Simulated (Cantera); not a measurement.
A closed system holds: 1 mol Al(CH3)3, 0.79 mol N2, equilibrated at 3.08 Torr.

Method: chemical equilibrium by Gibbs-energy minimisation in Cantera with the NASA 1993 tables (ideal gas, pure condensed phases). Candidate condensed phases: Al, AlN, C, C6H6, C7H8, C8H18; 97 gas species. The feed counts by its element totals alone. The numbers say what is thermodynamically allowed, not how fast it happens.

Over these rows the condensed part is AlN(s) + C(graphite). Partial pressures as log10 of bar:

```json
[
 {"T (K)": "1048", "1000/T (1/K)": "0.9542", "log p HCN": "-7.98", "log p H2": "-2.41", "log p N2": "-3.61"},
 {"T (K)": "1098", "1000/T (1/K)": "0.9107", "log p HCN": "-7.67", "log p H2": "-2.41", "log p N2": "-3.61"},
 {"T (K)": "1148", "1000/T (1/K)": "0.8711", "log p HCN": "-7.40", "log p H2": "-2.41", "log p N2": "-3.61"},
 {"T (K)": "1198", "1000/T (1/K)": "0.8347", "log p HCN": "-7.15", "log p H2": "-2.41", "log p N2": "-3.61"},
 {"T (K)": "1248", "1000/T (1/K)": "0.8013", "log p HCN": "-6.92", "log p H2": "-2.41", "log p N2": "-3.61"},
 {"T (K)": "1298", "1000/T (1/K)": "0.7704", "log p HCN": "?", "log p H2": "-2.41", "log p N2": "-3.61"}
]
```

Task: Fit log p(HCN) = a + b·(1000/T) to the five rows, give the apparent enthalpy, and predict the row at 1298 K.

Result: Means: 1000/T = 0.8744, log p = -7.424. Sxy = -0.101098, Sxx = 0.0146163, so b = -6.92 and a = -7.424 − (-6.92)×0.8744 = -1.37.
Apparent enthalpy: −19.145 × (-6.92) = 132 kJ/mol. With the condensed phases at unit activity, C(graphite) + 1/2 H2(g) + 1/2 N2(g) = HCN(g) links this pressure to the main gases: over the six rows their terms move log p by +0.00 in all, so the slope is close to that reaction's ΔH°. The five rows lie within 0.01 of the line.
Prediction at 1298 K: -1.37 + (-6.92)×0.7704 = -6.70. The computed value is -6.70, 0.00 from the line.
